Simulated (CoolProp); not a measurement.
Properties of R141b at several states (Tc = 204.4 °C, pc = 4212 kPa, ω = 0.220).

Computed with CoolProp (reference Helmholtz-energy equation of state, Lemmon 2006). It is a short technical equation, of lower accuracy than the large ones.

```csv
T (°C),p (kPa),phase,Z,cv (kJ/(kg K)),Joule-Thomson coefficient (K/MPa),isothermal compressibility (1/MPa),expansivity (1/kK)
117.55,1390,liquid,0.04858,0.8929,0.03682,0.006048,2.690
75.75,135,gas,0.9690,0.7683,24.90,7.654,3.208
188.55,266,gas,0.9766,0.8929,10.11,3.851,2.343
-14.45,10.5,gas,0.9925,0.6293,85.74,95.98,4.000
```
